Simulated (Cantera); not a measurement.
Charge: 1 mol Si3N4, 0.011 mol CO2, 700 mol H2, 0.42 mol O2, held at 1125 K and 3.90 mbar.

These are equilibrium values from Cantera (NASA tables, ideal gas, pure condensed phases), not measurements of a reactor. Mutual solubility and eutectic melting of coexisting phases are not modelled. Kinetics and transport are ignored.

```
species                before    after
-------------------  --------  -------
H2                      1.000    0.997
CO                    3.29e-9  0.00226
N2                   0.000415  0.00116
CH4                   9.00e-6  1.47e-5
SiC(s), mol           0.00466        0
Si2N2O(s), mol          0.862     1.18
Si3N4(s), mol           0.424        0
SiO2(β-quartz), mol         0    0.632
```
Gas species are given as mole fractions.

Problem. Name the change that produced these shifts.
A. CO2 from 0.011 to 3.3 mol
B. CO2 from 0.011 to 1.6 mol
C. temperature from 1125 K to 1673 K
D. pressure from 3.90 mbar to 82.0 mbar

Solution. B, CO2 from 0.011 to 1.6 mol
